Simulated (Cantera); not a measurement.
An isothermal, constant-pressure homogeneous reactor starts with 47.6 % C2H6, 52.4 % H2, at 1948 K and 45.0 Torr.

Computed with Cantera and GRI-Mech 3.0 (53 species, 325 reactions). GRI-Mech 3.0 stops at C3 and has no aromatics, soot or wall deposition, so with more carbon than oxygen in the feed, carbon stays in small species such as C2H2 where larger ones or solid carbon would form.

One state of this run: x C2H6 = 2.94e-9; x H2 = 0.752; x H = 0.00403; x C2H2 = 0.243; x CH4 = 0.000415; x C2H4 = 9.91e-5; x CH3 = 4.41e-5. x: mole fraction; the columns are a selection and need not sum to one.

Task: Which value of t (s) does it belong to?
A. 0.000665
B. 0.903
C. 0.000200
D. 0.0245

Result: B, 0.903
